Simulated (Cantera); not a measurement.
Mixture: C2H4 : O2 : N2 : H2O = 1 : 4.84 : 18.2 : 1.3 (molar parts), at 101000 Pa, adiabatic and at constant pressure. Ignition delay is the time to a rise of 400 K.

Computed with Cantera and GRI-Mech 3.0 (53 species, 325 reactions). GRI-Mech 3.0 was tuned for natural gas; its chemistry of ethylene as a main component is partial and can be far from experiment.

Q: At T0 = 1400 K, what is the delay, and which 8 reactions control it most (d ln τ / d ln k, from doubling and halving each rate constant)?

A: The delay is 57.4 µs.
```csv
reaction,d ln τ / d ln k,faster rate
C2H3 + O2 <=> CH2CHO + O,-0.52,shortens it
C2H4 + O <=> CH2CHO + H,-0.50,shortens it
H + O2 <=> O + OH,-0.48,shortens it
C2H4 + O <=> CH3 + HCO,0.41,lengthens it
C2H3 + O2 <=> CH2O + HCO,0.38,lengthens it
C2H4 + OH <=> C2H3 + H2O,-0.24,shortens it
HCO + O2 <=> CO + HO2,0.16,lengthens it
HCO + M <=> CO + H + M,-0.13,shortens it
```
